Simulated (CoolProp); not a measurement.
Propylene along the isotherm 326.2 K: fugacity coefficient from the reference equation and from simpler models built on Tc = 364.2 K, pc = 4555 kPa, ω = 0.146; each cubic takes its own stable root.

The numbers come from the reference Helmholtz-energy equation of state, Lemmon 2013 in CoolProp.

| p (kPa) | phase | reference |
|---|---|---|
| 72 | gas | 0.9924 |
| 164 | gas | 0.9826 |
| 373 | gas | 0.9606 |
| 849 | gas | 0.9107 |
| 1930 | gas | 0.7970 |
| 4400 | liquid | 0.4125 |
| 10000 | liquid | 0.2177 |
| 22800 | liquid | 0.1413 |

Task: How far does each simpler model (Soave-Redlich-Kwong, Peng-Robinson) lie from the reference over these 8 states: mean and median of the absolute difference, and the worst?

Result: 
- Soave-Redlich-Kwong: mean 1.9 %, median 0.3 %, worst +7.2 % at 326.2 K and 22800 kPa
- Peng-Robinson: mean 1.0 %, median 0.8 %, worst -3.3 % at 326.2 K and 22800 kPa
